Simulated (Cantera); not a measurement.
## Equilibrium for halide evaporation, hydrolysis and transport: PbI2 + H2

Charge: 1 mol PbI2, 100 mol H2, held at 1450 °C and 28.0 Pa.

Method: chemical equilibrium by Gibbs-energy minimisation in Cantera with the NASA 1993 tables (ideal gas, pure condensed phases). Candidate condensed phases: I2, Pb, PbI2; 10 gas species. The numbers say what is thermodynamically allowed, not how fast it happens.

```yaml
x(H2): 0.960
x(I): 0.0189
x(H): 0.0107
x(Pb): 0.00966
x(HI): 0.000425
x(PbI): 2.68e-6
gas_amount: 103.5 mol
log10 activity of Pb(l) (absent): -4.77
log10 activity of I2(l) (absent): -13.66
```
